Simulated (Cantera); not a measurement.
What does this Cantera script print?

```python
import numpy as np
import cantera as ct

gas = ct.Solution("gri30.yaml")
gas.TPX = 1200, 350000, {'CH4': 1, 'H2': 0.079, 'O2': 1.36, 'N2': 5.11}
reactor = ct.IdealGasConstPressureReactor(gas, energy="on", clone=False)
net = ct.ReactorNet([reactor])
net.rtol, net.atol = 1e-08, 1e-16
show = ['CH4', 'H2', 'O2', 'CH2', 'NO2']
times = np.geomspace(8e-06, 3, 14)

steps = ct.SolutionArray(gas, extra=["t"])
rows = []
print(f"{'t/s':>10s}{'T/K':>9s}{'P/Pa':>11s}" + "".join(f"{s:>11s}" for s in show))
for t in times:
    while net.time < t:
        t_next = net.step()
        steps.append(gas.state, t=t_next)
    rows.append([np.interp(t, steps.t, y) for y in (steps.T, steps.P, *steps(*show).X.T)])
    print(f"{t:10.3e}{rows[-1][0]:9.1f}{rows[-1][1]:11.4g}" + "".join(f"{x:11.3e}" for x in rows[-1][2:]))
rate = np.gradient(steps.T, steps.t)
print("integrator steps:", len(steps.t))
if steps.T.max() > steps.T[0] + 200:
    print(f"time of steepest temperature rise: {steps.t[rate.argmax()]:.4e} s")
gas.TPX = 1200, 350000, {'CH4': 1, 'H2': 0.079, 'O2': 1.36, 'N2': 5.11}
gas.equilibrate("HP")
print(f"equilibrium (HP): T = {gas.T:.1f} K  " + "  ".join(f"{s} {gas[s].X[0]:.3e}" for s in show))
```

Result:

```
       t/s      T/K       P/Pa        CH4         H2         O2        CH2        NO2
 8.000e-06   1200.0    3.5e+05  1.325e-01  1.046e-02  1.802e-01  2.352e-17  1.654e-25
 2.147e-05   1200.0    3.5e+05  1.325e-01  1.046e-02  1.802e-01  1.635e-16  5.362e-24
 5.763e-05   1200.0    3.5e+05  1.325e-01  1.046e-02  1.802e-01  1.645e-15  2.312e-22
 1.547e-04   1200.0    3.5e+05  1.325e-01  1.046e-02  1.802e-01  3.286e-14  1.631e-20
 4.151e-04   1200.1    3.5e+05  1.324e-01  1.046e-02  1.801e-01  1.844e-12  4.511e-18
 1.114e-03   1201.3    3.5e+05  1.322e-01  1.041e-02  1.800e-01  7.830e-12  7.759e-16
 2.990e-03   1207.3    3.5e+05  1.312e-01  1.033e-02  1.792e-01  1.891e-11  2.092e-14
 8.026e-03   2585.9    3.5e+05  5.969e-12  7.511e-02  1.221e-04  9.195e-13  7.570e-09
 2.154e-02   2583.5    3.5e+05  6.143e-12  7.536e-02  1.185e-04  9.269e-13  2.031e-08
 5.781e-02   2583.5    3.5e+05  6.143e-12  7.536e-02  1.185e-04  9.269e-13  2.032e-08
 1.552e-01   2583.5    3.5e+05  6.143e-12  7.536e-02  1.185e-04  9.269e-13  2.032e-08
 4.165e-01   2583.5    3.5e+05  6.143e-12  7.536e-02  1.185e-04  9.269e-13  2.032e-08
 1.118e+00   2583.5    3.5e+05  6.143e-12  7.536e-02  1.185e-04  9.269e-13  2.032e-08
 3.000e+00   2583.5    3.5e+05  6.143e-12  7.536e-02  1.185e-04  9.269e-13  2.032e-08
integrator steps: 2417
time of steepest temperature rise: 7.4837e-03 s
equilibrium (HP): T = 2583.5 K  CH4 6.993e-12  H2 7.536e-02  O2 1.185e-04  CH2 1.008e-12  NO2 2.032e-08
```

Computed with Cantera and GRI-Mech 3.0 (53 species, 325 reactions).
